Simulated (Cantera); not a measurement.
What does this Cantera script print?

```python
import numpy as np
import cantera as ct

gas_names = """
    Ca CaO CaS Ca2 N NO NO2 NO3 N2 N2O O O2 O3 S SN SO SO2 SO3 S2 S2O S8
""".split()
cond_names = """
    Ca(a) Ca(b) Ca(L) CaO(s) CaO(L) CaS(s) CaSO4(s) S(cr1) S(cr2) S(L)
""".split()


def load(file, names, dense=False):
    # The tables refer to 1 bar. Condensed volumes are neglected.
    table = {s.name: s for s in ct.Species.list_from_file(file)}
    out = []
    for n in names:
        d = dict(table[n].input_data)
        d["thermo"] = dict(d["thermo"], **{"reference-pressure": 1e5})
        if dense:
            d["equation-of-state"] = {"model": "constant-volume", "density": "1e6 g/cm^3"}
        out.append(ct.Species.from_dict(d))
    return out


gas = ct.Solution(thermo="ideal-gas", species=load("nasa_gas.yaml", gas_names))
cond = {s.name: ct.Solution(thermo="fixed-stoichiometry", species=[s], name=s.name)
        for s in load("nasa_condensed.yaml", cond_names, dense=True)}
atoms = {
    'CaS': {'Ca': 1, 'S': 1},
    'SO2': {'S': 1, 'O': 2},
    'N2': {'N': 2},
}
top_T = {'CaS(s)': 2750, 'CaSO4(s)': 1730}  # K; cautious upper limits of use, not melting points


def equilibrate(T, P, feed):
    n = {}
    for name, mol in feed.items():
        for a, k in atoms[name].items():
            n[a] = n.get(a, 0.0) + k * mol
    gas.TPX = T, P, n
    mass = sum(n.values()) * gas.mean_molecular_weight
    gas.equilibrate("TP")
    valid = [c for c in cond.values() if c.min_temp <= T <= top_T.get(c.name, c.max_temp)]
    mix = ct.Mixture([(gas, mass / gas.mean_molecular_weight)] + [(c, 0.0) for c in valid])
    mix.T, mix.P = T, P
    mix.equilibrate("TP", solver="vcs", rtol=1e-11, max_steps=5000)
    return mix


results = []
T = 1673  # K
P = 13332.2  # Pa
for m in [0.87, 1.2, 1.5, 2.1, 2.7, 3.6, 4.8, 6.4, 8.6, 11, 15, 20, 27]:
    feed = {'CaS': 1, 'SO2': 4.5, 'N2': m}  # mol
    mix = equilibrate(T, P, feed)
    results.append((T, P, feed, dict(zip(mix.species_names, mix.species_moles))))

top = {s: max(r[3][s] / sum(r[3][g] for g in gas_names) for r in results) for s in gas_names}
cols = sorted((s for s in top if top[s] > 1e-05), key=lambda s: -top[s])[:8]
seen = [c for c in cond_names if any(r[3].get(c, 0) > 1e-12 for r in results)]
print("log10 of partial pressures in bar; condensed amounts in mol")
print(f"{'n(N2)':>10s}" + "".join(f"{s[:9]:>10s}" for s in cols + seen))
for T, P, feed, n in results:
    ng = sum(n[g] for g in gas_names)
    print(f"{feed['N2']:10.4g}" + "".join(f"{np.log10(max(n[s] / ng * P / 1e5, 1e-99)):10.3f}" for s in cols)
          + "".join(f"{n.get(c, 0):10.4g}" for c in seen))
```

Result:

```
log10 of partial pressures in bar; condensed amounts in mol
     n(N2)        N2       SO2        S2        SO       S2O         S    CaO(s)    CaS(s)
      0.87    -1.678    -0.996    -2.061    -2.643    -3.360    -4.639    0.5297    0.4703
       1.2    -1.563    -1.022    -2.079    -2.660    -3.386    -4.648    0.5393    0.4607
       1.5    -1.488    -1.045    -2.094    -2.675    -3.408    -4.655    0.5477    0.4523
       2.1    -1.383    -1.086    -2.121    -2.703    -3.450    -4.669    0.5636    0.4364
       2.7    -1.311    -1.124    -2.147    -2.728    -3.488    -4.682    0.5786    0.4214
       3.6    -1.236    -1.176    -2.181    -2.763    -3.540    -4.699    0.5995    0.4005
       4.8    -1.171    -1.237    -2.222    -2.803    -3.600    -4.719    0.6251    0.3749
       6.4    -1.114    -1.307    -2.268    -2.850    -3.670    -4.742    0.6557    0.3443
       8.6    -1.064    -1.388    -2.323    -2.904    -3.752    -4.770    0.6931    0.3069
        11    -1.030    -1.463    -2.372    -2.954    -3.826    -4.794    0.7292    0.2708
        15    -0.994    -1.565    -2.440    -3.022    -3.928    -4.828    0.7814    0.2186
        20    -0.968    -1.667    -2.508    -3.090    -4.030    -4.862    0.8368    0.1632
        27    -0.946    -1.779    -2.584    -3.165    -4.143    -4.900    0.9022   0.09779
```

Equilibrium computed with Cantera from the NASA thermochemical tables; the gas is ideal and each condensed phase is pure. Mutual solubility and eutectic melting of coexisting phases are not modelled.
